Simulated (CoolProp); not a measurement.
Computed with CoolProp (reference Helmholtz-energy equation of state, Jacobsen 1992).

Give the vapour pressure (MPa), liquid density (kg/m³), liquid cp (kJ/(kg K)), vapour Z of saturated R11 at 21.45 °C.


```
T (°C)  p (MPa)  liquid density (kg/m³)  liquid cp (kJ/(kg K))  vapour Z
------  -------  ----------------------  ---------------------  --------
21.45    0.0935                    1480                  0.877     0.965
```
